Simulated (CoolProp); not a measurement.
Computed with CoolProp (reference Helmholtz-energy equation of state, Thol 2015).

Give the vapour pressure (bar), enthalpy of vaporisation (kJ/kg), surface tension (mN/m) of saturated octamethylcyclotetrasiloxane (D4) at 406 K.


| T (K) | p (bar) | enthalpy of vaporisation (kJ/kg) | surface tension (mN/m) |
|---|---|---|---|
| 406 | 0.293 | 147 | 10.2 |

Surface tension comes from a separate correlation (Mulero 2014), older than this fluid's equation and unchecked against measurements.
